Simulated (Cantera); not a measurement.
An adiabatic, constant-pressure homogeneous reactor starts with CO : H₂ : O₂ : N₂ = 1 : 0.029 : 0.274 : 1.75 (molar parts), equivalence ratio 1.9, at 1725 K and 101000 Pa.

Detailed kinetics in Cantera: GRI-Mech 3.0 (53 species, 325 reactions).

x: mole fraction; the columns are a selection and need not sum to one.

| t (s) | T (K) | x CO | x H₂ | x O₂ | x NO₂ | x H₂O | x O |
|---|---|---|---|---|---|---|---|
| 4.00e-6 | 1725 | 0.328 | 0.00950 | 0.0897 | <1e-12 | 4.58e-7 | 2.30e-6 |
| 1.35e-5 | 1725 | 0.327 | 0.00940 | 0.0896 | <1e-12 | 4.17e-5 | 8.47e-5 |
| 4.58e-5 | 1811 | 0.284 | 0.000588 | 0.0501 | ___ | 0.00287 | 0.0303 |
| 0.000155 | 2127 | 0.243 | 0.000765 | 0.0270 | ___ | 0.00148 | 0.0327 |
| 0.000524 | 2505 | 0.221 | 0.00111 | 0.0209 | ___ | 0.00390 | 0.0144 |
| 0.00177 | 2751 | 0.201 | 0.00114 | 0.0115 | ___ | 0.00586 | 0.00555 |
| 0.00600 | 2764 | 0.200 | 0.00116 | 0.00988 | 9.84e-7 | 0.00608 | 0.00468 |
| 0.0203 | 2764 | 0.200 | 0.00116 | 0.00982 | 1.01e-6 | 0.00609 | 0.00465 |
| 0.0687 | 2764 | 0.200 | 0.00116 | 0.00982 | 1.01e-6 | 0.00609 | 0.00465 |
| 0.232 | 2764 | 0.200 | 0.00116 | 0.00982 | 1.01e-6 | 0.00609 | 0.00465 |
| 0.786 | 2764 | 0.200 | 0.00116 | 0.00982 | 1.01e-6 | 0.00609 | 0.00465 |
| 2.66 | 2764 | 0.200 | 0.00116 | 0.00982 | 1.01e-6 | 0.00609 | 0.00465 |
| 9.00 | 2764 | 0.200 | 0.00116 | 0.00982 | 1.01e-6 | 0.00609 | 0.00465 |

Question: Fill in the missing entries.

Answer: 
- 4.58e-5, x NO₂: 1.83e-9
- 0.000155, x NO₂: 2.84e-8
- 0.000524, x NO₂: 1.59e-7
- 0.00177, x NO₂: 6.34e-7
